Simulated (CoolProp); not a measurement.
The fluid at 298.15 K and 0.441 MPa flows at 1.8 m/s in a round tube of 50 mm bore and 45 µm roughness, fully developed (64/Re and Nu = 3.66 if laminar; Colebrook and Gnielinski if turbulent). The same conditions are run with several fluids, on thermodynamics alone (safety and materials aside).

Computed with CoolProp (reference Helmholtz-energy equation of state of each fluid (R11: Jacobsen 1992; o-xylene: Zhou 2012; ethylbenzene: Zhou 2012; n-pentane: Thol 2019; R141b: Lemmon 2006)).

```
fluid         Reynolds number  Darcy friction factor  pressure drop (Pa/m)  heat-transfer coefficient (W/(m² K))  mass flow (kg/h)
------------  ---------------  ---------------------  --------------------  ------------------------------------  ----------------
R11                    306000                 0.0202                   ___                                  2830             18800
o-xylene               104000                 0.0217                   617                                  2170             11100
ethylbenzene              ___                 0.0214                   ___                                  2350             11000
n-pentane              310000                 0.0201                   406                                  3430               ___
R141b                  272000                    ___                   811                                  2840             15700
```

Q: What belongs in the gaps?

A: 
- R11, pressure drop (Pa/m): 965
- ethylbenzene, Reynolds number: 127000
- ethylbenzene, pressure drop (Pa/m): 597
- n-pentane, mass flow (kg/h): 7910
- R141b, Darcy friction factor: 0.0203

Transport values come from each fluid's own correlations; those of R11, ethylbenzene, n-pentane, R141b are estimates that may be off by 10 % or more.
